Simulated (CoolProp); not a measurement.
Vapour-liquid equilibrium of CHF3 (R23) (1) + R227EA (2) at 0.0727 MPa; x and y are mole fractions of (1).

Model: multi-fluid Helmholtz-energy mixture model, Penoncello 2003 and Lemmon 2016; pair parameters Bell 2016, in CoolProp.

### Question
Give the bubble temperature and the first vapour's composition at x = 0.45, 0.55, 0.95. Is there an azeotrope?

### Answer
x = 0.45: 196.1 K, y = 0.978; x = 0.55: 193.3 K, y = 0.985; x = 0.95: 186.4 K, y = 0.998. No azeotrope shows between x = 0.05 and 0.95.

The pair parameters rest on a limited set of measurements; away from them the model extrapolates.
